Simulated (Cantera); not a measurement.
Adiabatic ignition

An adiabatic, constant-volume homogeneous reactor starts with 24.9 % CO, 1.19 % H₂, 15.5 % O₂, 58.4 % N₂, at 1525 K and 1000000 Pa.

Computed with Cantera and GRI-Mech 3.0 (53 species, 325 reactions). The hydrogen kinetics of GRI-Mech 3.0 are dated; newer H2 mechanisms differ, most at raised pressure. Above 3000 K some thermodynamic fits are extrapolated.

```
t (s)     T (K)  P (bar)    x CO      x H₂    x O₂     x NO    x NO₂   x CO₂
--------  -----  -------  ------  --------  ------  -------  -------  ------
6.00e-6    1868     12.0   0.210  0.000526   0.123  6.03e-6  5.84e-8  0.0431
2.88e-5    3069     18.4  0.0833  0.000504  0.0603  0.00597  7.92e-6   0.189
0.000138   3061     18.3  0.0811  0.000505  0.0525   0.0208  2.47e-5   0.191
0.000660   3058     18.3  0.0809  0.000506  0.0516   0.0227  2.67e-5   0.192
0.00316    3058     18.3  0.0809  0.000506  0.0516   0.0227  2.67e-5   0.192
0.0152     3058     18.3  0.0809  0.000506  0.0516   0.0227  2.67e-5   0.192
0.0727     3058     18.3  0.0809  0.000506  0.0516   0.0227  2.67e-5   0.192
0.348      3058     18.3  0.0809  0.000506  0.0516   0.0227  2.67e-5   0.192
1.67       3058     18.3  0.0809  0.000506  0.0516   0.0227  2.67e-5   0.192
8.00       3058     18.3  0.0809  0.000506  0.0516   0.0227  2.67e-5   0.192
```
x: mole fraction; the columns are a selection and need not sum to one.

```json
{
  "time_of_steepest_temperature_rise": "7.59 µs",
  "temperature at 8.00 s": "3058 K",
  "equilibrium_temperature": "3058 K",
  "x(CO) at 8.00 s": "0.0809 (gas-phase equilibrium 0.0809)",
  "x(H₂) at 8.00 s": "0.000506 (gas-phase equilibrium 0.000506)",
  "x(O₂) at 8.00 s": "0.0516 (gas-phase equilibrium 0.0516)"
}
```
